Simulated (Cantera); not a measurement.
A perfectly stirred reactor is fed with 0.557 % H2, 99.4 % O2, equivalence ratio 0.0028, at 1330 Pa; it is held at 1075 K, and followed from long to short residence time.

Computed with Cantera and the H2/O2 subset of GRI-Mech 3.0, which has no nitrogen chemistry. Radical loss at walls, strong at low pressure, is not modelled.

**Question.** Predict: x(H2) at τ = 0.790 s; x(O2) at τ = 0.790 s; x(HO2) at τ = 0.790 s; x(H) at τ = 0.790 s; x(H2O) at τ = 0.790 s; x(H2) at τ = 34.0 ms; x(O2) at τ = 34.0 ms; x(HO2) at τ = 34.0 ms; x(H) at τ = 34.0 ms; x(H2O) at τ = 34.0 ms.

**Answer.** 
| Quantity | Value |
|---|---|
| x(H2) at τ = 0.790 s | 7.51e-5 |
| x(O2) at τ = 0.790 s | 0.993 |
| x(HO2) at τ = 0.790 s | 5.96e-7 |
| x(H) at τ = 0.790 s | 3.06e-5 |
| x(H2O) at τ = 0.790 s | 0.00540 |
| x(H2) at τ = 34.0 ms | 0.000577 |
| x(O2) at τ = 34.0 ms | 0.991 |
| x(HO2) at τ = 34.0 ms | 1.45e-6 |
| x(H) at τ = 34.0 ms | 0.000233 |
| x(H2O) at τ = 34.0 ms | 0.00462 |
